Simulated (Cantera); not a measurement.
# Boron, boron nitride and boron oxide: B2O3 + N2 + H2

A closed system holds: 1 mol B2O3, 3.9 mol N2, 0.25 mol H2, equilibrated at 2.30 mbar.

Equilibrium computed with Cantera from the NASA thermochemical tables; the gas is ideal and each condensed phase is pure. Candidate condensed phases: B, BN, B2O3, B3O3H3, H2O; 39 gas species. Kinetics and transport are ignored.

```tsv
T (K)	x N2	x B2O3	x BO	x HBO2	x H2	x H	x BO2
1948	0.750	0.161	0.0150	0.0305	0.0269	0.00387	0.000478
1998	0.748	0.157	0.0196	0.0327	0.0250	0.00529	0.000830
2048	0.745	0.154	0.0250	0.0350	0.0229	0.00706	0.00142
2098	0.741	0.149	0.0308	0.0374	0.0205	0.00918	0.00240
2148	0.737	0.144	0.0372	0.0395	0.0180	0.0116	0.00397
2198	0.732	0.138	0.0440	0.0411	0.0154	0.0144	0.00644
2248	0.727	0.131	0.0515	0.0420	0.0130	0.0175	0.0101
2298	0.720	0.123	0.0600	0.0416	0.0109	0.0209	0.0154
2348	0.710	0.114	0.0703	0.0400	0.00916	0.0246	0.0222
```
x: gas mole fraction; nothing condenses.

From 1948 K to 2348 K nothing is condensed. The main B-bearing gas is B2O3 throughout.
